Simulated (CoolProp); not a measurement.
A single-stage vapour-compression cycle with R143a: evaporating at 277.15 K (dew point), condensing at 308.15 K (bubble point), superheat 5 K, subcooling 8 K, compressor efficiency 0.7, no pressure losses. Each further row changes one setting.

The numbers come from the reference Helmholtz-energy equation of state, Lemmon and Jacobsen 2000 in CoolProp.

| case | cooling COP | pressure ratio | discharge temperature (K) | refrigerating effect (kJ/kg) | volumetric capacity (kJ/m³) |
|---|---|---|---|---|---|
| as stated | 5.43 | 2.32 | 324.0 | 153 | 4580 |
| evaporating temperature 282.15 K | 6.75 | 2.00 | 322.1 | 156 | 5410 |
| condensing temperature 303.15 K | 6.71 | 2.05 | 317.6 | 161 | 4820 |
| subcooling 13 K | 5.73 | 2.32 | 324.0 | 161 | 4820 |
| superheat 15 K | 5.45 | 2.32 | 334.1 | 164 | 4620 |
| compressor efficiency 0.6 | 4.66 | 2.32 | 327.6 | 153 | 4580 |
